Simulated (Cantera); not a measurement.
An adiabatic, constant-volume homogeneous reactor starts with CO : H2 : CH4 : O2 : N2 = 1 : 0.035 : 0.56 : 5.46 : 20.5 (molar parts), equivalence ratio 0.30, at 1650 K and 5.13 atm.

Detailed kinetics in Cantera: GRI-Mech 3.0 (53 species, 325 reactions).

One state of this run: T (K) = 2451; P (bar) = 7.60; x CO = 0.00159; x H2 = 0.000189; x CH4 = <1e-12; x C2H4 = <1e-12; x HCN = 1.42e-12; x C2H2 = <1e-12; x H2O2 = 2.55e-7. x: mole fraction; the columns are a selection and need not sum to one.

Problem. Which value of t (s) does it belong to?
A. 1.67
B. 0.000660
C. 6.00e-6
D. 0.000138

Solution. A, 1.67
